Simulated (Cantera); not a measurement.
Feed: 1 mol c-C₄F₈, 0.17 mol Si, held at 100 Torr.

Cantera equilibrium calculation (NASA polynomials, part measured and part estimated; ideal gas, pure solids and liquids). Candidate condensed phases: C, Si, SiC; 23 gas species. The feed counts by its element totals alone. The tables' values for SiF₃, C₂F₄ are old estimates; treat these amounts as uncertain. Condensed phases not in the tables: fluorocarbon polymer. Gases not in the tables: C₂F₆ and larger saturated fluorocarbons. The numbers say what is thermodynamically allowed, not how fast it happens.

log p: log10 of the partial pressure in bar; n: condensed amount in mol.

```tsv
T (K)	log p CF₄	log p CF₂	log p F	log p SiF₄	log p CF	log p CF₃	n C(graphite)
823	-0.91	<-12	<-12	-1.95	<-12	-11.72	2.17
973	-0.91	?	?	-1.95	<-12	?	2.17
1123	-0.91	-8.11	-9.63	-1.95	<-12	-7.85	2.17
1273	-0.91	-6.57	-7.90	-1.95	-12.73	-6.60	2.17
1423	-0.91	-5.35	-6.53	-1.95	-10.63	-5.62	2.17
1573	-0.91	-4.38	-5.42	-1.95	-8.93	-4.82	2.17
1723	-0.91	?	?	-1.95	?	?	2.17
1873	-0.92	-2.90	-3.74	-1.95	-6.36	-3.63	2.16
2023	-0.93	-2.34	-3.09	-1.96	-5.37	-3.17	2.14
2173	-0.98	-1.87	-2.53	-1.98	-4.53	-2.81	2.07
2323	-1.09	-1.50	-2.07	-2.03	-3.81	-2.54	1.91
2473	-1.34	-1.26	-1.70	-2.12	-3.22	-2.42	1.63
2623	-1.80	-1.16	-1.43	-2.24	-2.76	-2.50	1.37
2773	-2.46	-1.20	-1.25	-2.33	-2.41	-2.76	1.42
```

What belongs in the gaps?


- 1723, log p CF₂: -3.57
- 1723, log p F: -4.51
- 1723, log p CF: -7.53
- 1723, log p CF₃: -4.17
- 973, log p CF₂: -10.13
- 973, log p F: -11.90
- 973, log p CF₃: -9.49
